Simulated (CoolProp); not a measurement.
Vapour-liquid equilibrium of acetone (1) + benzene (2) at 452.9 K; x and y are mole fractions of (1).

The numbers come from the multi-fluid Helmholtz-energy mixture model, Lemmon 2006 and Thol 2012; pair parameters Bell 2016 in CoolProp.

```tsv
x	bubble pressure, mixture model (bar)	bubble pressure, Raoult's law (bar)	y, mixture model	y, Raoult's law
0.05	10.87	10.70	0.094	0.092
0.125	11.76	11.41	(withheld)	0.216
0.2	12.60	12.13	0.311	0.325
0.275	13.39	12.84	0.398	0.422
0.35	14.13	13.55	0.475	0.509
0.425	14.85	14.26	0.546	0.588
0.5	15.54	14.98	0.612	0.659
0.575	16.20	15.69	0.674	0.723
0.65	16.85	16.40	(withheld)	0.782
0.725	17.49	17.11	(withheld)	0.836
0.8	18.11	17.82	0.850	0.885
0.875	18.72	18.54	0.906	0.931
0.95	19.33	19.25	0.962	0.973
```

### Question
Complete the blanks.

### Answer

- 0.125, y, mixture model: 0.212
- 0.65, y, mixture model: 0.734
- 0.725, y, mixture model: 0.792

The largest gap from Raoult's law is +4.3 % in bubble pressure, at x = 0.35. No azeotrope shows between x = 0.05 and 0.95.

The pair parameters rest on a limited set of measurements; away from them the model extrapolates.
